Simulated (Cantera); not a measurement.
Charge: 1 mol C3H6, 0.077 mol NH3, 1.2 mol H2, at 1.00 Torr.

Method: chemical equilibrium by Gibbs-energy minimisation in Cantera with the NASA 1993 tables (ideal gas, pure condensed phases). Candidate condensed phases: C, C6H6, C7H8, C8H18; 92 gas species. The numbers say what is thermodynamically allowed, not how fast it happens. All values below are at 1700 °C.

Base state: H2 0.954, H 0.0361, N2 0.00807, HCN 0.00116, C2H2 (acetylene) 0.000611, HNC 6.28e-5 (mole fractions); condensed: C(graphite).

Problem. What changes in the equilibrium state with this change: pressure from 1.00 Torr to 1 atm?

Solution. 
```
species             before     after
----------------  --------  --------
H2                   0.954     0.988
N2                 0.00807   0.00821
H                   0.0361   0.00133
CH4                5.54e-7  0.000452
CH3                4.16e-7   1.21e-5
C2H2 (acetylene)  0.000611  0.000633
C(graphite), mol      2.99      2.99
```
